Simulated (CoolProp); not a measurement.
Vapour pressure (MPa) of nitrous oxide: the reference equation beside estimates from Tc = 309.5 K, pc = 7.245 MPa, ω = 0.161. Clausius-Clapeyron is anchored at 253.4 K with a constant enthalpy of vaporisation of 12.15 kJ/mol.

Values from CoolProp's reference Helmholtz-energy equation of state, Lemmon 2006. It is a short technical equation, of lower accuracy than the large ones.

```json
[
 {"T (K)": "242", "reference": "1.269", "Lee-Kesler": "1.272", "Clausius-Clapeyron": "1.380", "van der Waals": "2.496", "Redlich-Kwong": "1.510", "Soave-Redlich-Kwong": "1.277", "Peng-Robinson": "1.264"},
 {"T (K)": "245.8", "reference": "1.434", "Lee-Kesler": "1.437", "Clausius-Clapeyron": "1.515", "van der Waals": "2.684", "Redlich-Kwong": "1.690", "Soave-Redlich-Kwong": "1.444", "Peng-Robinson": "1.429"},
 {"T (K)": "249.6", "reference": "1.614", "Lee-Kesler": "1.617", "Clausius-Clapeyron": "1.658", "van der Waals": "2.881", "Redlich-Kwong": "1.885", "Soave-Redlich-Kwong": "1.627", "Peng-Robinson": "1.609"},
 {"T (K)": "253.4", "reference": "1.811", "Lee-Kesler": "1.813", "Clausius-Clapeyron": "1.811", "van der Waals": "3.088", "Redlich-Kwong": "2.095", "Soave-Redlich-Kwong": "1.827", "Peng-Robinson": "1.806"},
 {"T (K)": "257.2", "reference": "2.024", "Lee-Kesler": "2.025", "Clausius-Clapeyron": "1.972", "van der Waals": "3.303", "Redlich-Kwong": "2.320", "Soave-Redlich-Kwong": "2.043", "Peng-Robinson": "2.020"},
 {"T (K)": "261", "reference": "2.255", "Lee-Kesler": "2.255", "Clausius-Clapeyron": "2.142", "van der Waals": "3.527", "Redlich-Kwong": "2.561", "Soave-Redlich-Kwong": "2.278", "Peng-Robinson": "2.252"},
 {"T (K)": "264.8", "reference": "2.504", "Lee-Kesler": "2.504", "Clausius-Clapeyron": "2.321", "van der Waals": "3.761", "Redlich-Kwong": "2.819", "Soave-Redlich-Kwong": "2.531", "Peng-Robinson": "2.503"},
 {"T (K)": "268.6", "reference": "2.773", "Lee-Kesler": "2.772", "Clausius-Clapeyron": "2.509", "van der Waals": "4.004", "Redlich-Kwong": "3.093", "Soave-Redlich-Kwong": "2.805", "Peng-Robinson": "2.774"},
 {"T (K)": "272.3", "reference": "3.055", "Lee-Kesler": "3.053", "Clausius-Clapeyron": "2.702", "van der Waals": "4.250", "Redlich-Kwong": "3.377", "Soave-Redlich-Kwong": "3.091", "Peng-Robinson": "3.058"},
 {"T (K)": "276.1", "reference": "3.365", "Lee-Kesler": "3.363", "Clausius-Clapeyron": "2.909", "van der Waals": "4.512", "Redlich-Kwong": "3.686", "Soave-Redlich-Kwong": "3.406", "Peng-Robinson": "3.371"},
 {"T (K)": "279.9", "reference": "3.698", "Lee-Kesler": "3.695", "Clausius-Clapeyron": "3.125", "van der Waals": "4.784", "Redlich-Kwong": "4.014", "Soave-Redlich-Kwong": "3.744", "Peng-Robinson": "3.708"},
 {"T (K)": "283.7", "reference": "4.054", "Lee-Kesler": "4.052", "Clausius-Clapeyron": "3.352", "van der Waals": "5.065", "Redlich-Kwong": "4.360", "Soave-Redlich-Kwong": "4.104", "Peng-Robinson": "4.069"},
 {"T (K)": "287.5", "reference": "4.436", "Lee-Kesler": "4.434", "Clausius-Clapeyron": "3.588", "van der Waals": "5.357", "Redlich-Kwong": "4.726", "Soave-Redlich-Kwong": "4.489", "Peng-Robinson": "4.455"},
 {"T (K)": "291.3", "reference": "4.844", "Lee-Kesler": "4.843", "Clausius-Clapeyron": "3.834", "van der Waals": "5.658", "Redlich-Kwong": "5.111", "Soave-Redlich-Kwong": "4.900", "Peng-Robinson": "4.867"},
 {"T (K)": "295.1", "reference": "5.280", "Lee-Kesler": "5.282", "Clausius-Clapeyron": "4.090", "van der Waals": "5.969", "Redlich-Kwong": "5.516", "Soave-Redlich-Kwong": "5.336", "Peng-Robinson": "5.306"}
]
```

Absolute difference from the reference over all 15 rows, mean and median: Lee-Kesler 0.1 and 0.0 %, Clausius-Clapeyron 10.8 and 9.5 %, van der Waals 48.3 and 44.4 %, Redlich-Kwong 11.6 and 11.5 %, Soave-Redlich-Kwong 1.0 and 1.1 %, Peng-Robinson 0.3 and 0.3 %.
